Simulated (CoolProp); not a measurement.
A single-stage vapour-compression cycle with the fluid: evaporating at 259.15 K (dew point), condensing at 290.15 K (bubble point), superheat 2 K, subcooling 2 K, compressor efficiency 0.8, no pressure losses. The same conditions are run with several fluids, on thermodynamics alone (safety and materials aside).

The numbers come from the reference Helmholtz-energy equation of state of each fluid (R236FA: Pan 2012; n-pentane: Thol 2019; trans-2-butene: Lemmon 2005; R21: Platzer 1990; R11: Jacobsen 1992; R507A: Lemmon 2003) in CoolProp. The equations of Platzer and Polt are older, rougher fits. Blends and air are pseudo-pure fits.

```tsv
fluid	cooling COP	pressure ratio	discharge temperature (K)	refrigerating effect (kJ/kg)	volumetric capacity (kJ/m³)
R236FA	5.89	3.54	293.2	132	558
n-pentane	?	4.05	?	334	139
trans-2-butene	?	3.26	303.0	357	525
R21	6.14	3.61	325.1	223	410
R11	?	?	311.4	171	?
R507A	5.63	2.64	?	?	2710
```

Question: What belongs in the gaps?

Answer: 
- n-pentane, cooling COP: 6.10
- n-pentane, discharge temperature (K): 296.9
- trans-2-butene, cooling COP: 6.11
- R11, cooling COP: 6.19
- R11, pressure ratio: 3.74
- R11, volumetric capacity (kJ/m³): 232
- R507A, discharge temperature (K): 300.1
- R507A, refrigerating effect (kJ/kg): 135
